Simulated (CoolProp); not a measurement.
Vapour-liquid equilibrium of R134a (1) + R142b (2) at 746 kPa; x and y are mole fractions of (1).

Computed with CoolProp (multi-fluid Helmholtz-energy mixture model, Tillner-Roth 1994 and Lemmon 2006; pair parameters Bell 2016).

Problem. Give the bubble temperature and the first vapour's composition at x = 0.425, 0.8, 0.95. Is there an azeotrope?

Solution. x = 0.425: 312.4 K, y = 0.569; x = 0.8: 304.9 K, y = 0.863; x = 0.95: 302.7 K, y = 0.965. No azeotrope shows between x = 0.05 and 0.95.

Pair parameters are fitted to limited data, so mixtures are less certain than the pure fluids.
